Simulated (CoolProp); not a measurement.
Cyclopentane along the isobar 25.6 bar: density (kg/m³) from the reference equation and from simpler models built on Tc = 511.7 K, pc = 45.83 bar, ω = 0.202; each cubic takes its own stable root.

Values from CoolProp's reference Helmholtz-energy equation of state, Gedanitz 2015.

```csv
T (K),phase,reference,van der Waals,Soave-Redlich-Kwong
473.6,gas,69.34,61.40,67.15
478.7,gas,66.55,59.98,64.78
483.8,gas,64.15,58.65,62.70
488.9,gas,62.06,57.41,60.83
494,gas,60.20,56.24,59.15
499.1,gas,58.52,?,57.61
504.2,gas,56.99,?,56.19
509.2,gas,55.62,53.13,54.91
514.3,gas,54.33,52.19,53.69
519.4,gas,53.13,51.29,52.56
524.5,gas,52.01,?,51.49
529.6,gas,50.97,49.62,50.49
534.7,gas,49.98,48.84,49.54
539.8,gas,49.05,48.09,48.64
544.9,gas,48.18,47.37,47.79
550,gas,47.34,46.67,46.98
```

Task: What belongs in the gaps?

Result: 
- 499.1, van der Waals: 55.14
- 504.2, van der Waals: 54.10
- 524.5, van der Waals: 50.44
